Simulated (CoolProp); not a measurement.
Vapour-liquid equilibrium of carbon dioxide (1) + R142b (2) at 277.6 K; x and y are mole fractions of (1).

The numbers come from the multi-fluid Helmholtz-energy mixture model, Span 1996 and Lemmon 2006; pair parameters Bell 2016 in CoolProp.

```json
[
 {"x": "0.05", "bubble pressure, mixture model (MPa)": "0.3067", "bubble pressure, Raoult's law (MPa)": "0.3575", "y, mixture model": "0.452", "y, Raoult's law": "0.547"},
 {"x": "0.2", "bubble pressure, mixture model (MPa)": "0.7830", "bubble pressure, Raoult's law (MPa)": "0.9190", "y, mixture model": "0.800", "y, Raoult's law": "0.852"},
 {"x": "0.35", "bubble pressure, mixture model (MPa)": "1.313", "bubble pressure, Raoult's law (MPa)": "1.481", "y, mixture model": "0.890", "y, Raoult's law": "0.925"},
 {"x": "0.5", "bubble pressure, mixture model (MPa)": "1.854", "bubble pressure, Raoult's law (MPa)": "2.042", "y, mixture model": "0.931", "y, Raoult's law": "0.958"},
 {"x": "0.65", "bubble pressure, mixture model (MPa)": "2.397", "bubble pressure, Raoult's law (MPa)": "2.604", "y, mixture model": "0.955", "y, Raoult's law": "0.977"},
 {"x": "0.8", "bubble pressure, mixture model (MPa)": "2.971", "bubble pressure, Raoult's law (MPa)": "3.165", "y, mixture model": "0.973", "y, Raoult's law": "0.989"},
 {"x": "0.95", "bubble pressure, mixture model (MPa)": "3.646", "bubble pressure, Raoult's law (MPa)": "3.727", "y, mixture model": "0.992", "y, Raoult's law": "0.998"}
]
```

The largest gap from Raoult's law is -14.8 % in bubble pressure, at x = 0.2. No azeotrope shows between x = 0.05 and 0.95.

The pair parameters rest on a limited set of measurements; away from them the model extrapolates.
